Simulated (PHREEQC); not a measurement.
# Buffer (model solution)

Dissolve 0.0073 mol/kgw NaHSO4, 8.9e-05 mol/kgw K2HPO4 and 0.000819 mol/kgw KCl at 25 °C. Closed to the air; pH follows from the charge balance.

Computed with PHREEQC (ion-association model, phreeqc.dat).

No solid was allowed to form.

### Question
Predict the pH, specific conductance.

### Answer
pH 2.31; specific conductance 2990 µS/cm.

### Question
In which forms is Na present?

### Answer
Na+ 98 %, NaSO4- 1.6 % of the Na.
